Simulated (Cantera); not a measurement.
Input: 1 mol SiH₄, 610 mol H₂, held at 200 Pa.

Method: chemical equilibrium by Gibbs-energy minimisation in Cantera with the NASA 1993 tables (ideal gas, pure condensed phases). Candidate condensed phases: Si; 9 gas species. Gases not in the tables: Si₂H₆ and higher silanes. The numbers say what is thermodynamically allowed, not how fast it happens.

log p: log10 of the partial pressure in bar; n: condensed amount in mol.

```tsv
T (K)	log p H₂	log p H	log p Si	log p SiH	log p SiH₂	log p Si₂	log p Si₃	n Si(s)	n Si(l)
900	-2.70	-11.28	<-14	<-14	-14.13	<-14	<-14	1.00	0
1000	-2.70	-9.99	<-14	<-14	-12.73	<-14	<-14	1.000	0
1100	-2.70	-8.94	-13.63	-13.50	-11.58	<-14	<-14	1.000	0
1200	-2.70	-8.05	-11.86	-12.03	-10.62	<-14	<-14	1.000	0
1300	-2.70	-7.31	-10.36	-10.79	-9.82	-13.98	<-14	1.000	0
1400	-2.70	-6.66	-9.08	-9.74	-9.12	-12.31	…	0.999	0
1500	-2.70	-6.10	-7.98	-8.82	-8.52	-10.87	…	0.995	0
1600	-2.70	-5.61	-7.01	-8.02	-8.00	-9.61	…	0.964	0
1700	-2.70	-5.18	-6.17	-7.33	-7.55	-8.53	…	0	0.766
1800	-2.70	-4.80	-5.52	-6.82	-7.25	-7.77	…	0	0
1900	-2.71	-4.45	-5.51	-6.93	-7.55	-8.22	…	0	0
2000	-2.72	-4.15	-5.51	-7.04	-7.84	-8.64	…	0	0
```

Problem. Fill in the missing entries.

Solution. 
- 1400, log p Si₃: -13.15
- 1500, log p Si₃: -11.61
- 1600, log p Si₃: -10.27
- 1700, log p Si₃: -9.13
- 1800, log p Si₃: -8.42
- 1900, log p Si₃: -9.48
- 2000, log p Si₃: -10.46
